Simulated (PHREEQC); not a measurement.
PHREEQC input (ion-association model, wateq4f.dat):

```
SOLUTION_MASTER_SPECIES
  An  An-  0  An  62.0  # stands for a non-complexing anion
SOLUTION_SPECIES
  An- = An-
    -log_k 0
    -gamma 3.0 0
PHASES
  Fix_H+
    H+ = H+
    -log_k 0
SOLUTION 1
  temp 25
  units mmol/kgw
  pH 7 charge
  Cl 7.2e-05
  Mn(2) 3.6e-05
  Na 100
  An 100
END
SELECTED_OUTPUT 1
  -reset false
  -pH true
  -pe true
  -ionic_strength true
  -water true
  -totals Cl Mn Na Mn(2) Mn(3) Mn(6) Mn(7)
  -molalities Hfo_wOH Hfo_wOH2+ Hfo_wO- Hfo_sOH Hfo_sOH2+ Hfo_sO- Hfo_sOMn+ Hfo_wOMn+
  -saturation_indices Pyrochroite Halite
USER_PUNCH 1
  -headings sigma psi
  10 PUNCH EDL("sigma", "Hfo"), EDL("psi", "Hfo")
PRINT
  -reset false
USE solution 1
SURFACE 1
  Hfo_wOH 3.59551e-05 600 0.016
  Hfo_sOH 8.98876e-07
EQUILIBRIUM_PHASES 1
  Fix_H+ -4 HAn 10
    -force_equality true
END
# ... the last block is repeated for the other 12 points of pH, with NaOH or the acid as the point needs
```

Selected output (columns that matter, 11 of 13 rows; pH added in front):

```
pH	mu	Mn	Na	m_Hfo_wOH	m_Hfo_wOH2+	m_Hfo_wO-	m_Hfo_sOH	m_Hfo_sOH2+	m_Hfo_sO-	m_Hfo_sOMn+	si_Pyrochroite	si_Halite	sigma	psi
4	0.10014	3.6e-08	0.1	4.7976e-06	3.1141e-05	1.6933e-08	1.1994e-07	7.7851e-07	4.2332e-10	2.2907e-14	-15.044	-9.948	0.32066	0.14657
4.5	0.10005	3.6e-08	0.1	9.3593e-06	2.652e-05	7.5667e-08	2.3398e-07	6.63e-07	1.8917e-09	1.9513e-13	-14.044	-9.9479	0.27245	0.13829
5	0.10002	3.5998e-08	0.1	1.4662e-05	2.1059e-05	2.3384e-07	3.6654e-07	5.2648e-07	5.8461e-09	1.5496e-12	-13.044	-9.9479	0.21456	0.12616
6	0.10001	3.591e-08	0.1	2.3084e-05	1.184e-05	1.031e-06	5.7704e-07	2.9598e-07	2.5772e-08	8.6903e-11	-11.045	-9.9479	0.11137	0.093463
6.5	0.1	3.5342e-08	0.1	2.5441e-05	8.8364e-06	1.678e-06	6.3557e-07	2.2075e-07	4.192e-08	6.3788e-10	-10.052	-9.9479	0.073756	0.073901
7	0.1	3.1521e-08	0.1	2.6762e-05	6.7699e-06	2.4235e-06	6.6581e-07	1.6843e-07	6.0295e-08	4.3404e-09	-9.1018	-9.9479	0.044819	0.052467
7.5	0.1	1.7072e-08	0.1	2.7387e-05	5.3649e-06	3.2028e-06	6.7072e-07	1.3139e-07	7.8437e-08	1.8333e-08	-8.3683	-9.9479	0.022455	0.029459
8	0.1	3.6497e-09	0.1	2.7594e-05	4.3552e-06	4.0051e-06	6.6583e-07	1.0509e-07	9.6642e-08	3.1319e-08	-8.0387	-9.9479	0.0039286	0.0054308
9	0.10002	6.5176e-11	0.10002	2.7092e-05	2.7517e-06	6.1105e-06	6.511e-07	6.6131e-08	1.4686e-07	3.4785e-08	-7.792	-9.9478	-0.034212	-0.0424
9.5	0.10004	9.2794e-12	0.10005	2.6114e-05	1.9901e-06	7.8498e-06	6.2756e-07	4.7827e-08	1.8865e-07	3.4839e-08	-7.6506	-9.9477	-0.059952	-0.064599
10	0.10014	1.5519e-12	0.10014	2.4246e-05	1.2931e-06	1.0415e-05	5.8267e-07	3.1074e-08	2.5029e-07	3.4847e-08	-7.4632	-9.9474	-0.09353	-0.085006
```
